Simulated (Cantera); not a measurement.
## Ignition delay

Mixture: CH₄ : O₂ : N₂ = 2.2 : 1.54 : 5.78 (molar parts), at 5.00 bar, adiabatic and at constant volume. Ignition delay is the time to a rise of 400 K.

Computed with Cantera and GRI-Mech 3.0 (53 species, 325 reactions).

| T0 (K) | delay (ms) |
|---|---|
| 1075 | 98.4 |
| 1150 | 33.3 |
| 1225 | 12.2 |
| 1300 | 4.81 |
| 1375 | 2.00 |
| 1450 | 0.870 |

```json
{
  "apparent activation energy between 1300 and 1450 K": "180 kJ/mol"
}
```
